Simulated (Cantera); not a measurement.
A closed system holds: 1 mol C₂H₅OH, 6.3 mol H₂, 9.8 mol N₂, at 12.8 Torr.

Method: chemical equilibrium by Gibbs-energy minimisation in Cantera with the NASA 1993 tables (ideal gas, pure condensed phases). Candidate condensed phases: C, C₆H₆, C₇H₈, C₈H₁₈, H₂O; 136 gas species. Rates play no part.

Problem. At 2075 K, list the 5 most abundant gas species with their mole fractions, and the condensed phases.

Solution. N₂ 0.479, H₂ 0.447, CO 0.0494, H 0.0137, HCN 0.00907. Condensed: C(graphite).
